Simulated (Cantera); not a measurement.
An isothermal, constant-pressure homogeneous reactor starts with N2O : H2O = 1 : 0.12 (molar parts), at 1623 K and 0.0210 bar.

Detailed kinetics in Cantera: GRI-Mech 3.0 (53 species, 325 reactions). GRI-Mech 3.0 was tuned for natural gas; its chemistry of N2O as a main component is partial and can be far from experiment. Radical loss at walls, strong at low pressure, is not modelled. The temperature is held fixed by assumption; the heat of reaction is taken as removed at once.

One state of this run: x N2O = 0.844; x H2O = 0.105; x NO2 = 0.000178; x H2 = 1.83e-5; x HO2 = 3.83e-5; x N2 = 0.0294. x: mole fraction; the columns are a selection and need not sum to one.

Question: Which value of t (s) does it belong to?
A. 0.00548
B. 0.000100
C. 0.00202
D. 0.812

Answer: A, 0.00548
